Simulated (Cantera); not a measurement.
Charge: 1 mol CF₄, 0.018 mol CH₄, at 0.00133 bar.

Equilibrium computed with Cantera from the NASA thermochemical tables; the gas is ideal and each condensed phase is pure. Candidate condensed phases: C, C₆H₆, C₇H₈, C₈H₁₈; 95 gas species. Gases not in the tables: C₂F₆ and larger saturated fluorocarbons. Kinetics and transport are ignored.

Which condensed phases are stable at each of these points (T (K)): 973, 1173, 1373, 1573, 1773, 1973, 2173, 2373, 2573, 2773, 2973, 3173, 3373?


```json
[
 {"T (K)": "973", "condensed phases": "C(graphite)", "C condensed (%)": "3.5"},
 {"T (K)": "1173", "condensed phases": "C(graphite)", "C condensed (%)": "3.5"},
 {"T (K)": "1373", "condensed phases": "C(graphite)", "C condensed (%)": "3.5"},
 {"T (K)": "1573", "condensed phases": "C(graphite)", "C condensed (%)": "3.4"},
 {"T (K)": "1773", "condensed phases": "C(graphite)", "C condensed (%)": "2.0"},
 {"T (K)": "1973", "condensed phases": "gas only", "C condensed (%)": "0.0"},
 {"T (K)": "2173", "condensed phases": "gas only", "C condensed (%)": "0.0"},
 {"T (K)": "2373", "condensed phases": "C(graphite)", "C condensed (%)": "24.9"},
 {"T (K)": "2573", "condensed phases": "C(graphite)", "C condensed (%)": "59.6"},
 {"T (K)": "2773", "condensed phases": "C(graphite)", "C condensed (%)": "44.8"},
 {"T (K)": "2973", "condensed phases": "gas only", "C condensed (%)": "0.0"},
 {"T (K)": "3173", "condensed phases": "gas only", "C condensed (%)": "0.0"},
 {"T (K)": "3373", "condensed phases": "gas only", "C condensed (%)": "0.0"}
]
```

From 973 K to 1773 K the condensed part is C(graphite). From 1973 K to 2173 K nothing is condensed. From 2373 K to 2773 K the condensed part is C(graphite). From 2973 K to 3373 K nothing is condensed.
